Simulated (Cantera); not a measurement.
Standard-state values (1 bar) from the NASA 1993 polynomials, evaluated with Cantera. Values are per mole of reaction as written; species without (g) are pure solids or liquids, kept so even where they would boil at 1 bar.

NH3(g) + 3 NaCl(g) → N(g) + 3 HCl(g) + 3 Na

```
T (K)  ΔH° (kJ)  ΔS° (J/K)  ΔG° (kJ)  log10 K
-----  --------  ---------  --------  -------
1000      823.0       60.3     762.7   -39.84
1050      824.6       61.9     759.6   -37.79
1100      826.2       63.3     756.5   -35.92
1150          …          …         …        …
1200      829.4       66.1     750.0   -32.65
1250          …          …         …        …
```

### Question
Complete the blanks.

### Answer

- 1150, ΔH° (kJ): 827.7
- 1150, ΔS° (J/K): 64.8
- 1150, ΔG° (kJ): 753.3
- 1150, log10 K: -34.21
- 1250, ΔH° (kJ): 831.0
- 1250, ΔS° (J/K): 67.5
- 1250, ΔG° (kJ): 746.7
- 1250, log10 K: -31.20
